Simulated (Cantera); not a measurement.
# Thermodynamics of tantalum, niobium, vanadium and zirconium in process gases, feed Zr + O2 + N2

Charge: 1 mol Zr, 0.013 mol O2, 7.1 mol N2, at 1648 K and 0.100 bar.

These are equilibrium values from Cantera (NASA tables, ideal gas, pure condensed phases), not measurements of a reactor. Candidate condensed phases: Zr, ZrN, ZrO2; 13 gas species. Mutual solubility and eutectic melting of coexisting phases are not modelled. ZrN: taken at fixed stoichiometry. Condensed phases not in the tables: solid solutions among these carbides, nitrides and lower oxides. The numbers say what is thermodynamically allowed, not how fast it happens.

```json
{
  "x(N2)": "1.00",
  "n(ZrN(s))": "0.987 mol",
  "n(ZrO2(tetragonal))": "0.0130 mol",
  "gas_amount": "6.606 mol",
  "log10 activity of Zr(β) (absent)": "-6.25"
}
```
